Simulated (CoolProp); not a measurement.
CH2F2 (R32) along the isotherm 211.9 K: fugacity coefficient from the reference equation and from simpler models built on Tc = 351.3 K, pc = 5783 kPa, ω = 0.277; each cubic takes its own stable root.

Values from CoolProp's reference Helmholtz-energy equation of state, Tillner-Roth 1997.

```csv
p (kPa),phase,reference
27.4,gas,0.9869
41.4,gas,0.9801
62.4,liquid,0.9423
94.2,liquid,0.6247
142,liquid,0.4149
214,liquid,0.2758
323,liquid,0.1832
488,liquid,0.1217
736,liquid,0.08119
1110,liquid,0.05431
1670,liquid,0.03658
2530,liquid,0.02465
3810,liquid,0.01687
5750,liquid,0.01171
8670,liquid,0.008317
```

### Question
How far does each simpler model (Redlich-Kwong, Peng-Robinson) lie from the reference over these 15 states: mean and median of the absolute difference, and the worst?

### Answer
- Redlich-Kwong: mean 84.9 %, median 107.1 %, worst +120.5 % at 211.9 K and 8670 kPa
- Peng-Robinson: mean 0.6 %, median 0.3 %, worst +2.5 % at 211.9 K and 8670 kPa

At some of these states Redlich-Kwong gives the other phase, because its saturation line lies elsewhere.
